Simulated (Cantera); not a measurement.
Feed: 1 mol SiHCl3, 19 mol H2, 1.1 mol C2H2, at 1023 K and 38.0 mbar.

Equilibrium computed with Cantera from the NASA thermochemical tables; the gas is ideal and each condensed phase is pure. Candidate condensed phases: C, C6H6, C7H8, C8H18, Si, SiC; 109 gas species. The tables' values for SiCl3 are old estimates; treat these amounts as uncertain. Kinetics and transport are ignored.

Base state: H2 0.882, HCl 0.108, SiCl4 0.00686, CH4 0.00222, SiHCl3 0.000475, SiCl3 6.02e-5, SiCl2 1.12e-5 (mole fractions); condensed: C(graphite) + SiC(s).

Problem. What changes in the equilibrium state with this change: H2 from 19 to 6.4 mol?

Solution. 
```
species             before     after
----------------  --------  --------
H2                   0.882     0.795
HCl                  0.108     0.160
SiCl4              0.00686    0.0409
SiCl3              6.02e-5  0.000230
SiHCl3            0.000475   0.00172
C(graphite), mol      1.31      1.57
SiC(s), mol          0.838     0.610
```
